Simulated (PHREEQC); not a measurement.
1 kg of water holding 0.01 mol/kgw Na2CO3, 0.027 mol/kgw Na2SO4 and 0.28 mol/kgw NaCl is evaporated at 25 °C; the solids stay in contact with the brine. No CO2 enters from the air. The run lets Burkeite, Halite, Mirabilite, Nahcolite, Natron, Thenardite, Trona precipitate or redissolve, and no other solid.

Equilibrium calculation in PHREEQC: Pitzer model, pitzer.dat.

Q: Predict ionic strength, water activity, Halite (mol), C in solution (mol/kgw) at water left (kg) = 0.2082, 0.04336.

A: 
| water left (kg) | ionic strength | water activity | Halite (mol) | C in solution (mol/kgw) |
|---|---|---|---|---|
| 0.2082 | 1.88 | 0.948 | 0 | 0.0480 |
| 0.04336 | 7.94 | 0.741 | 0.0466 | 0.231 |

Species that the database lacks are ignored.
